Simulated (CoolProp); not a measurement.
R365MFC along the isobar 321 kPa: Z from the reference equation and from simpler models built on Tc = 186.9 °C, pc = 3266 kPa, ω = 0.377; each cubic takes its own stable root.

Model: reference Helmholtz-energy equation of state, Lemmon 2016, in CoolProp.

```csv
T (°C),phase,reference,van der Waals,Redlich-Kwong,Soave-Redlich-Kwong
-27.25,liquid,0.01705,0.02858,0.01930,0.01857
-7.55,liquid,0.01625,0.02718,0.01842,0.01763
12.25,liquid,0.01559,0.9032,0.01773,0.01688
31.95,liquid,0.01508,0.9179,0.01724,0.01631
51.75,liquid,0.01468,0.9297,0.01693,0.01592
71.45,liquid,0.01441,0.9391,0.9196,0.01571
91.15,gas,0.9140,0.9468,0.9318,0.9225
110.95,gas,0.9308,0.9533,0.9417,0.9352
130.65,gas,0.9428,0.9587,0.9497,0.9455
150.35,gas,0.9517,0.9633,0.9563,0.9539
170.15,gas,0.9587,0.9672,0.9618,0.9608
```

At some of these states van der Waals, Redlich-Kwong gives the other phase, because its saturation line lies elsewhere.
